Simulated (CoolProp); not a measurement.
Vapour-liquid equilibrium of n-pentane (1) + cyclohexane (2) at 43.9 kPa; x and y are mole fractions of (1).

Values from CoolProp's multi-fluid Helmholtz-energy mixture model, Thol 2019 and Zhou 2014; pair parameters Bell 2016.

```tsv
x	bubble temperature (°C)	y at the bubble point	dew temperature at overall composition x (°C)	liquid density (mol/L)
0.05	50.2	0.206	54.1	…
0.2	39.1	0.559	50.4	8.920
0.35	31.5	0.732	46.1	8.922
0.5	26.0	0.833	41.2	8.902
0.65	…	0.901	35.3	8.870
0.8	…	0.950	…	8.829
0.95	14.6	0.989	…	8.782
```

Fill in the missing entries.


- 0.05, liquid density (mol/L): 8.879
- 0.65, bubble temperature (°C): 21.6
- 0.8, bubble temperature (°C): 17.9
- 0.8, dew temperature at overall composition x (°C): 27.9
- 0.95, dew temperature at overall composition x (°C): 17.9

No azeotrope shows between x = 0.05 and 0.95.

The pair parameters rest on a limited set of measurements; away from them the model extrapolates.
